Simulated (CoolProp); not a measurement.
Vapour-liquid equilibrium of CH2F2 (R32) (1) + fluoroethane (R161) (2) at 9.11 bar; x and y are mole fractions of (1).

Values from CoolProp's multi-fluid Helmholtz-energy mixture model, Tillner-Roth 1997 and Wu 2012; pair parameters Bell 2016.

Problem. Give the bubble temperature and the first vapour's composition at x = 0.125, 0.8, 0.95. Is there an azeotrope?

Solution. x = 0.125: 20.2 °C, y = 0.203; x = 0.8: 6.4 °C, y = 0.861; x = 0.95: 4.3 °C, y = 0.967. No azeotrope shows between x = 0.05 and 0.95.

Pair parameters are fitted to limited data, so mixtures are less certain than the pure fluids.
